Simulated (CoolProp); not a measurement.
Saturation properties of R1224YDZ (Tc = 428.7 K, pc = 3334 kPa, ω = 0.325).

Computed with CoolProp (reference Helmholtz-energy equation of state, Akasaka 2023).

```
T (K)  p (kPa)  vapour density (kg/m³)  enthalpy of vaporisation (kJ/kg)  liquid cp (kJ/(kg K))
-----  -------  ----------------------  --------------------------------  ---------------------
214.3    1.703                  0.1425                             202.9                  1.026
239.9    9.980                  0.7518                             191.4                  1.053
265.6    39.09                   2.701                             179.9                  1.090
291.2    114.4                   7.411                             167.9                  1.135
316.8    273.1                   16.98                             154.9                  1.191
342.4    561.8                   34.49                             139.9                  1.261
368.1     1038                   65.38                             121.7                  1.359
393.7     1762                   121.4                             97.72                  1.533
419.3     2828                   250.8                             58.57                  2.334
```

It boils at 288.0 K under 1 atm.
